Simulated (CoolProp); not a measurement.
Properties of hydrogen sulfide along the isobar 848 kPa.

Values from CoolProp's reference Helmholtz-energy equation of state, Lemmon 2006. It is a short technical equation, of lower accuracy than the large ones.

| T (K) | phase | cv (kJ/(kg K)) | Joule-Thomson coefficient (K/MPa) | isothermal compressibility (1/MPa) | viscosity (µPa s) |
|---|---|---|---|---|---|
| 294.6 | gas | 0.8039 | 18.05 | 1.276 | 11.6 |
| 314.6 | gas | 0.7977 | 15.46 | 1.254 | [?] |
| 334.6 | gas | 0.7967 | 13.41 | 1.239 | 13.5 |
| 354.6 | gas | 0.7988 | 11.76 | 1.227 | 14.4 |
| 374.5 | gas | 0.8031 | 10.41 | [?] | 15.2 |
| 394.5 | gas | 0.8090 | 9.279 | [?] | 16.1 |
| 414.5 | gas | 0.8159 | [?] | 1.207 | 16.9 |
| 434.5 | gas | 0.8237 | 7.513 | 1.203 | 17.8 |
| 454.4 | gas | 0.8321 | 6.816 | 1.199 | 18.6 |
| 474.4 | gas | [?] | 6.208 | 1.196 | 19.3 |
| 494.4 | gas | 0.8503 | [?] | 1.194 | 20.1 |

Question: Some entries are withheld; supply them.

Answer: 
- 314.6, viscosity (µPa s): 12.6
- 374.5, isothermal compressibility (1/MPa): 1.219
- 394.5, isothermal compressibility (1/MPa): 1.212
- 414.5, Joule-Thomson coefficient (K/MPa): 8.325
- 474.4, cv (kJ/(kg K)): 0.8410
- 494.4, Joule-Thomson coefficient (K/MPa): 5.675

Viscosity comes from a separate model (Quiñones-Cisneros 2012).
